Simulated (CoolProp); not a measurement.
Model: reference Helmholtz-energy equation of state, Thol 2016, in CoolProp.

### Question
Give the vapour pressure (bar), enthalpy of vaporisation (kJ/kg), vapour Z, vapour viscosity (µPa s) of saturated R1234ze(E) at 243.8, 314.2 K.

### Answer
| T (K) | p (bar) | enthalpy of vaporisation (kJ/kg) | vapour Z | vapour viscosity (µPa s) |
|---|---|---|---|---|
| 243.8 | 0.630 | 201 | 0.970 | 10.0 |
| 314.2 | 7.89 | 154 | 0.823 | 13.2 |

Viscosity comes from a separate model (Bell 2016), an estimate that may be off by 10 % or more.
